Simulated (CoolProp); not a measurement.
A closed Brayton cycle with dry air: compressor inlet 308.15 K and 0.62 MPa, high pressure 1.64 MPa, turbine inlet 865 K, compressor efficiency 0.8, turbine efficiency 0.93, recuperator effectiveness 0.95 (on enthalpy, no pinch check). Each further row changes one setting.

Values from CoolProp's reference Helmholtz-energy equation of state, Lemmon 2000. It is a pseudo-pure fit of the blend.

```tsv
case	thermal efficiency (%)	net work (kJ/kg)	compressor to turbine work	compressor exit (K)	turbine exit (K)
as stated	35.2	74.9	0.62	431.1	683.3
turbine inlet 815 K	___	___	0.66	431.1	___
compressor inlet 318.15 K	33.4	70.9	0.64	___	683.3
high pressure 1.39 MPa	36.8	___	0.60	407.8	711.5
recuperator effectiveness 0.5	___	74.9	0.62	431.1	683.3
```

**Question.** Some entries are withheld; supply them.

**Answer.** 
- turbine inlet 815 K, thermal efficiency (%): 31.7
- turbine inlet 815 K, net work (kJ/kg): 63.2
- turbine inlet 815 K, turbine exit (K): 642.3
- compressor inlet 318.15 K, compressor exit (K): 444.9
- high pressure 1.39 MPa, net work (kJ/kg): 68.2
- recuperator effectiveness 0.5, thermal efficiency (%): 22.6
